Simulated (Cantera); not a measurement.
An adiabatic, constant-pressure homogeneous reactor starts with H2 : O2 : N2 : H2O = 1 : 0.294 : 3.24 : 0.41 (molar parts), at 950 K and 0.200 bar.

Model: the H2/O2 subset of GRI-Mech 3.0, which has no nitrogen chemistry, integrated in Cantera.

x: mole fraction; the columns are a selection and need not sum to one.

```json
[
 {"t (s)": "1.00e-5", "T (K)": "950", "x H2": "0.202", "x O2": "0.0595", "x H2O": "0.0829", "x OH": "<1e-12", "x H2O2": "<1e-12", "x H": "4.07e-12", "x HO2": "4.23e-12"},
 {"t (s)": "2.03e-5", "T (K)": "950", "x H2": "0.202", "x O2": "0.0595", "x H2O": "0.0829", "x OH": "<1e-12", "x H2O2": "<1e-12", "x H": "8.29e-12", "x HO2": "8.75e-12"},
 {"t (s)": "4.12e-5", "T (K)": "950", "x H2": "0.202", "x O2": "0.0595", "x H2O": "0.0829", "x OH": "<1e-12", "x H2O2": "<1e-12", "x H": "1.74e-11", "x HO2": "1.84e-11"},
 {"t (s)": "8.35e-5", "T (K)": "950", "x H2": "0.202", "x O2": "0.0595", "x H2O": "0.0829", "x OH": "<1e-12", "x H2O2": "<1e-12", "x H": "3.88e-11", "x HO2": "4.06e-11"},
 {"t (s)": "0.000169", "T (K)": "950", "x H2": "0.202", "x O2": "0.0595", "x H2O": "0.0829", "x OH": "1.65e-12", "x H2O2": "<1e-12", "x H": "9.93e-11", "x HO2": "9.89e-11"},
 {"t (s)": "0.000344", "T (K)": "950", "x H2": "0.202", "x O2": "0.0595", "x H2O": "0.0829", "x OH": "5.80e-12", "x H2O2": "<1e-12", "x H": "3.42e-10", "x HO2": "3.10e-10"},
 {"t (s)": "0.000697", "T (K)": "950", "x H2": "0.202", "x O2": "0.0595", "x H2O": "0.0829", "x OH": "4.10e-11", "x H2O2": "5.92e-12", "x H": "2.40e-9", "x HO2": "1.96e-9"},
 {"t (s)": "0.00141", "T (K)": "950", "x H2": "0.202", "x O2": "0.0595", "x H2O": "0.0829", "x OH": "[?]", "x H2O2": "2.35e-10", "x H": "[?]", "x HO2": "[?]"},
 {"t (s)": "0.00287", "T (K)": "953", "x H2": "0.202", "x O2": "0.0591", "x H2O": "0.0836", "x OH": "7.40e-6", "x H2O2": "3.67e-7", "x H": "0.000281", "x HO2": "1.72e-5"},
 {"t (s)": "0.00582", "T (K)": "1641", "x H2": "0.0796", "x O2": "0.000670", "x H2O": "0.207", "x OH": "0.00250", "x H2O2": "7.68e-8", "x H": "0.0219", "x HO2": "1.17e-7"},
 {"t (s)": "0.0118", "T (K)": "1742", "x H2": "0.0847", "x O2": "0.000120", "x H2O": "0.212", "x OH": "0.00128", "x H2O2": "1.78e-8", "x H": "0.00891", "x HO2": "2.40e-8"},
 {"t (s)": "0.0240", "T (K)": "1777", "x H2": "0.0867", "x O2": "2.66e-5", "x H2O": "0.213", "x OH": "0.000642", "x H2O2": "5.13e-9", "x H": "0.00418", "x HO2": "6.25e-9"},
 {"t (s)": "0.0486", "T (K)": "1792", "x H2": "0.0877", "x O2": "6.38e-6", "x H2O": "0.214", "x OH": "0.000323", "x H2O2": "1.48e-9", "x H": "0.00204", "x HO2": "1.64e-9"},
 {"t (s)": "0.0986", "T (K)": "1800", "x H2": "0.0881", "x O2": "1.60e-6", "x H2O": "0.214", "x OH": "0.000164", "x H2O2": "4.12e-10", "x H": "0.00102", "x HO2": "4.14e-10"},
 {"t (s)": "0.200", "T (K)": "1803", "x H2": "0.0884", "x O2": "4.40e-7", "x H2O": "0.214", "x OH": "8.65e-5", "x H2O2": "1.20e-10", "x H": "0.000537", "x HO2": "1.07e-10"}
]
```

Task: What belongs in the gaps?

Result: 
- 0.00141, x OH: 1.58e-9
- 0.00141, x H: 9.24e-8
- 0.00141, x HO2: 7.21e-8
